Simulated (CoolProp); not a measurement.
Cyclohexane along the isotherm 616.5 K: Z from the reference equation and from simpler models built on Tc = 553.6 K, pc = 40.81 bar, ω = 0.209; each cubic takes its own stable root.

The numbers come from the reference Helmholtz-energy equation of state, Zhou 2014 in CoolProp.

```json
[
 {"p (bar)": "8.5", "phase": "gas", "reference": "0.9483"},
 {"p (bar)": "17", "phase": "gas", "reference": "0.8933"},
 {"p (bar)": "25.5", "phase": "gas", "reference": "0.8345"},
 {"p (bar)": "34", "phase": "gas", "reference": "0.7711"},
 {"p (bar)": "42.5", "phase": "supercritical", "reference": "0.7023"},
 {"p (bar)": "51", "phase": "supercritical", "reference": "0.6274"},
 {"p (bar)": "59.5", "phase": "supercritical", "reference": "0.5486"},
 {"p (bar)": "68", "phase": "supercritical", "reference": "0.4797"},
 {"p (bar)": "76.5", "phase": "supercritical", "reference": "0.4403"},
 {"p (bar)": "85", "phase": "supercritical", "reference": "0.4278"},
 {"p (bar)": "93.5", "phase": "supercritical", "reference": "0.4307"},
 {"p (bar)": "102", "phase": "supercritical", "reference": "0.4416"}
]
```

Q: How far does each simpler model (Redlich-Kwong, Soave-Redlich-Kwong, Peng-Robinson) lie from the reference over these 12 states: mean and median of the absolute difference, and the worst?

A: 
- Redlich-Kwong: mean 2.6 %, median 1.7 %, worst +7.4 % at 616.5 K and 102 bar
- Soave-Redlich-Kwong: mean 6.6 %, median 4.8 %, worst +14.2 % at 616.5 K and 93.5 bar
- Peng-Robinson: mean 2.9 %, median 2.0 %, worst +6.1 % at 616.5 K and 85 bar
